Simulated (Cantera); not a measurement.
Input: 1 mol Al, 0.38 mol NH3, 4 mol N2, at 533 Torr.

Cantera equilibrium calculation (NASA polynomials, part measured and part estimated; ideal gas, pure solids and liquids). Candidate condensed phases: Al, AlN; 13 gas species. The numbers say what is thermodynamically allowed, not how fast it happens. All values below are at 475 °C.

Base state: N2 0.866, H2 0.134, NH3 0.000169 (mole fractions); condensed: AlN(s).

Task: What changes in the equilibrium state with this change: NH3 from 0.38 to 2.9 mol?

Result: 
| species | before | after |
|---|---|---|
| N2 | 0.866 | 0.532 |
| H2 | 0.134 | 0.467 |
| NH3 | 0.000169 | 0.000864 |
| AlN(s), mol | 1.00 | 1.00 |
